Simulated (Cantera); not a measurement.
Feed: 1 mol C2H6, 1.8 mol H2, 6.9 mol N2, at 13.0 bar.

Method: chemical equilibrium by Gibbs-energy minimisation in Cantera with the NASA 1993 tables (ideal gas, pure condensed phases). Candidate condensed phases: C, C6H6, C7H8, C8H18; 92 gas species. Rates play no part.

Question: At 2548 K, list the 5 most abundant gas species with their mole fractions, and the condensed phases.

Answer: N2 0.567, H2 0.380, HCN 0.0370, H 0.00529, C2H2 (acetylene) 0.00501. Condensed: C(graphite).
